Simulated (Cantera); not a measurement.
Input (Python, Cantera):

```python
import numpy as np
import cantera as ct

gas = ct.Solution("h2o2.yaml")
gas.TPX = 1000, 1000000, {'H2': 1, 'O2': 0.25, 'N2': 0.94, 'H2O': 0.22}
reactor = ct.IdealGasConstPressureReactor(gas, energy="on", clone=False)
net = ct.ReactorNet([reactor])
net.rtol, net.atol = 1e-08, 1e-16
show = ['H2', 'O2', 'H2O', 'H', 'H2O2', 'OH', 'O']
times = np.geomspace(1e-06, 8, 13)

steps = ct.SolutionArray(gas, extra=["t"])
rows = []
print(f"{'t/s':>10s}{'T/K':>9s}{'P/Pa':>11s}" + "".join(f"{s:>11s}" for s in show))
for t in times:
    while net.time < t:
        t_next = net.step()
        steps.append(gas.state, t=t_next)
    rows.append([np.interp(t, steps.t, y) for y in (steps.T, steps.P, *steps(*show).X.T)])
    print(f"{t:10.3e}{rows[-1][0]:9.1f}{rows[-1][1]:11.4g}" + "".join(f"{x:11.3e}" for x in rows[-1][2:]))
rate = np.gradient(steps.T, steps.t)
print("integrator steps:", len(steps.t))
if steps.T.max() > steps.T[0] + 200:
    print(f"time of steepest temperature rise: {steps.t[rate.argmax()]:.4e} s")
gas.TPX = 1000, 1000000, {'H2': 1, 'O2': 0.25, 'N2': 0.94, 'H2O': 0.22}
gas.equilibrate("HP")
print(f"equilibrium (HP): T = {gas.T:.1f} K  " + "  ".join(f"{s} {gas[s].X[0]:.3e}" for s in show))
```

Result:

```
       t/s      T/K       P/Pa         H2         O2        H2O          H       H2O2         OH          O
 1.000e-06   1000.0      1e+06  4.149e-01  1.037e-01  9.129e-02  2.104e-11  9.664e-13  4.051e-13  1.220e-12
 3.761e-06   1000.0      1e+06  4.149e-01  1.037e-01  9.129e-02  2.143e-11  1.446e-11  4.132e-13  1.243e-12
 1.414e-05   1000.0      1e+06  4.149e-01  1.037e-01  9.129e-02  2.292e-11  2.071e-10  4.481e-13  1.330e-12
 5.318e-05   1000.0      1e+06  4.149e-01  1.037e-01  9.129e-02  2.883e-11  2.912e-09  6.469e-13  1.673e-12
 2.000e-04   1000.0      1e+06  4.149e-01  1.037e-01  9.129e-02  5.639e-11  4.071e-08  2.352e-12  3.273e-12
 7.521e-04   1000.0      1e+06  4.149e-01  1.037e-01  9.129e-02  2.964e-10  6.763e-07  2.672e-11  1.721e-11
 2.828e-03   1000.7      1e+06  4.149e-01  1.036e-01  9.136e-02  1.011e-08  4.584e-05  1.676e-09  5.905e-10
 1.064e-02   2438.1      1e+06  2.300e-01  4.034e-06  3.319e-01  2.907e-03  1.297e-08  8.065e-04  6.772e-06
 4.000e-02   2438.1      1e+06  2.300e-01  4.034e-06  3.319e-01  2.907e-03  1.297e-08  8.065e-04  6.772e-06
 1.504e-01   2438.1      1e+06  2.300e-01  4.034e-06  3.319e-01  2.907e-03  1.297e-08  8.065e-04  6.772e-06
 5.657e-01   2438.1      1e+06  2.300e-01  4.034e-06  3.319e-01  2.907e-03  1.297e-08  8.065e-04  6.772e-06
 2.127e+00   2438.1      1e+06  2.300e-01  4.034e-06  3.319e-01  2.907e-03  1.297e-08  8.065e-04  6.772e-06
 8.000e+00   2438.1      1e+06  2.300e-01  4.034e-06  3.319e-01  2.907e-03  1.297e-08  8.065e-04  6.772e-06
integrator steps: 1782
time of steepest temperature rise: 7.5851e-03 s
equilibrium (HP): T = 2438.1 K  H2 2.300e-01  O2 4.034e-06  H2O 3.319e-01  H 2.907e-03  H2O2 1.297e-08  OH 8.065e-04  O 6.772e-06
```

Detailed kinetics in Cantera: the H2/O2 subset of GRI-Mech 3.0, which has no nitrogen chemistry. The hydrogen kinetics of GRI-Mech 3.0 are dated; newer H2 mechanisms differ, most at raised pressure.
